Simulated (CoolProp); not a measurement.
Vapour pressure (MPa) of tetrahydrofuran: the reference equation beside estimates from Tc = 267.0 °C, pc = 5.304 MPa, ω = 0.234. Clausius-Clapeyron is anchored at 153.35 °C with a constant enthalpy of vaporisation of 24.47 kJ/mol.

The numbers come from the reference Helmholtz-energy equation of state, Fiedler 2023 in CoolProp.

```csv
T (°C),reference,Clausius-Clapeyron,van der Waals,Soave-Redlich-Kwong,Peng-Robinson
145.55,0.7717,0.7916,1.754,0.7834,0.7746
153.35,0.9002,0.9002,1.913,0.9163,0.9053
161.15,1.044,1.019,2.080,1.065,1.052
168.95,1.204,1.148,2.257,1.232,1.216
176.85,1.385,1.291,2.445,1.419,1.400
184.65,1.581,1.443,2.641,1.623,1.602
192.45,1.799,1.607,2.846,1.849,1.825
200.25,2.037,1.783,3.060,2.096,2.071
208.05,2.299,1.973,3.284,2.367,2.340
215.85,2.586,2.175,3.518,2.662,2.634
```

Absolute difference from the reference over all 10 rows, mean and median: Clausius-Clapeyron 7.8 and 7.8 %, van der Waals 75.7 and 71.8 %, Soave-Redlich-Kwong 2.4 and 2.6 %, Peng-Robinson 1.2 and 1.2 %.
